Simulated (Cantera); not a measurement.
A Cantera script and its output.

```python
import numpy as np
import cantera as ct

gas = ct.Solution("gri30.yaml")
gas.TPX = 1273, 43000, {'CO': 0.024, 'O2': 0.048, 'H2O': 0.0091, 'N2': 1}
inlet = ct.Reservoir(gas, clone=True)

reactor = ct.IdealGasConstPressureReactor(gas, energy="off", clone=False)
exhaust = ct.Reservoir(gas, clone=True)
tau = [1.1, 0.4, 0.14, 0.049, 0.017, 0.0062, 0.0022][0]
for a, b in ((inlet, reactor), (reactor, exhaust)):
    ct.MassFlowController(a, b, mdot=lambda t: reactor.mass / tau)
net = ct.ReactorNet([reactor])
show = ['CO', 'O2', 'H2O', 'NO', 'N2O', 'OH', 'O']

rows = []
print(f"{'tau/s':>10s}{'T/K':>9s}" + "".join(f"{s:>11s}" for s in show))
for tau in [1.1, 0.4, 0.14, 0.049, 0.017, 0.0062, 0.0022]:
    net.initial_time = 0.0
    net.advance(30 * tau)
    before = gas.X
    net.advance(40 * tau)
    drift = np.max(np.abs(gas.X - before) / (gas.X + 1e-9))
    rows.append([gas.T, *gas[show].X, drift])
    print(f"{tau:10.3e}{gas.T:9.1f}" + "".join(f"{x:11.3e}" for x in gas[show].X))
```

Result:

```
     tau/s      T/K         CO         O2        H2O         NO        N2O         OH          O
 1.100e+00   1273.0  2.807e-04  3.377e-02  8.468e-03  9.557e-07  5.680e-07  6.494e-05  4.822e-05
 4.000e-01   1273.0  5.501e-04  3.387e-02  8.444e-03  6.937e-07  4.905e-07  8.973e-05  9.427e-05
 1.400e-01   1273.0  1.095e-03  3.409e-02  8.400e-03  5.650e-07  4.036e-07  1.248e-04  1.870e-04
 4.900e-02   1273.0  2.146e-03  3.452e-02  8.322e-03  5.761e-07  3.235e-07  1.713e-04  3.625e-04
 1.700e-02   1273.0  4.113e-03  3.534e-02  8.185e-03  6.863e-07  2.560e-07  2.286e-04  6.755e-04
 6.200e-03   1273.0  7.307e-03  3.670e-02  7.996e-03  7.435e-07  2.044e-07  2.838e-04  1.121e-03
 2.200e-03   1273.0  1.220e-02  3.889e-02  7.836e-03  5.198e-07  1.566e-07  3.122e-04  1.560e-03
```

Model: GRI-Mech 3.0 (53 species, 325 reactions), integrated in Cantera.
